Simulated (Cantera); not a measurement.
Feed: 1 mol AlN, 1.2 mol HCl, 0.22 mol O2, at 1498 K and 3.70 bar.

Method: chemical equilibrium by Gibbs-energy minimisation in Cantera with the NASA 1993 tables (ideal gas, pure condensed phases). Candidate condensed phases: Al, AlCl3, AlN, Al2O3, H2O, NH4Cl; 45 gas species. Mutual solubility and eutectic melting of coexisting phases are not modelled. The tables' values for AlCl2 are old estimates; treat these amounts as uncertain. The numbers say what is thermodynamically allowed, not how fast it happens.

Base state: H2 0.386, AlCl3 0.256, N2 0.238, HCl 0.118, AlCl2 0.00148, Al2Cl6 0.000280, AlCl 6.74e-5, NH3 2.70e-5 (mole fractions); condensed: AlN(s) + Al2O3(s).

Task: What changes in the equilibrium state with this change: temperature from 1498 K to 1050 K?

Result: 
```csv
species,before,after
H2,0.386,0.383
N2,0.238,0.238
AlCl3,0.256,0.235
HCl,0.118,0.133
Al2Cl6,0.000280,0.0105
AlCl,6.74e-5,<1e-9
AlCl2,0.00148,1.08e-6
NH3,2.70e-5,0.000182
"AlN(s), mol",0.359,0.366
"Al2O3(s), mol",0.147,0.147
```
